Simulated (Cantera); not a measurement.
An isothermal, constant-pressure homogeneous reactor starts with C₂H₆ : N₂ = 1 : 1.3 (molar parts), at 1900 K and 100.0 Torr.

Model: GRI-Mech 3.0 (53 species, 325 reactions), integrated in Cantera. GRI-Mech 3.0 stops at C3 and has no aromatics, soot or wall deposition, so with more carbon than oxygen in the feed, carbon stays in small species such as C2H2 where larger ones or solid carbon would form.

x: mole fraction; the columns are a selection and need not sum to one.

```
t (s)       x C₂H₆    x C₂H    x HCN   x H₂  x C₂H₂     x CH₃
--------  --------  -------  -------  -----  ------  --------
0.000200  0.000275  8.54e-6  3.03e-6  0.330   0.179   0.00756
0.000580         …  6.17e-6  3.11e-6  0.358   0.200         …
0.00168    5.89e-5  6.40e-6  3.32e-6  0.384   0.210   0.00337
0.00488    2.28e-5  7.12e-6  3.92e-6  0.417   0.219   0.00215
0.0141     4.60e-6  8.23e-6  5.30e-6  0.444   0.227   0.00100
0.0410     5.44e-7  9.27e-6  7.57e-6  0.458   0.231  0.000356
0.119      5.98e-8  9.67e-6  1.04e-5  0.462   0.232  0.000117
0.345            …  9.73e-6        …  0.463   0.232         …
1.00       8.45e-9  9.74e-6  2.02e-5  0.463   0.232   3.73e-5
```

Question: What belongs in the gaps?

Answer: 
- 0.000580, x C₂H₆: 9.93e-5
- 0.000580, x CH₃: 0.00433
- 0.345, x C₂H₆: 1.25e-8
- 0.345, x HCN: 1.38e-5
- 0.345, x CH₃: 4.86e-5
